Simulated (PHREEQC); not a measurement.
A solution holds 53 mmol/kgw Fe2(SO4)3, 0.44 mmol/kgw KCl and 45 mmol/kgw FeSO4, at 20 °C. Closed to the air; pH follows from the charge balance.

The numbers come from PHREEQC with the ion-association model, phreeqc.dat.

This is a speciation only: nothing precipitates in the calculation.

Order these S species by the share of S that they hold, largest first: FeSO4+, SO4-2, Fe(SO4)2-, FeSO4, HSO4-.

FeSO4+ (34 %), SO4-2 (30 %), Fe(SO4)2- (23 %), FeSO4 (9.3 %), HSO4- (2.2 %)

The pH is 2.63 and the ionic strength 0.267 mol/kgw. Saturation is exceeded, for instance for Jarosite-K, Hematite (slow to form); the values hold only as long as no solid forms.
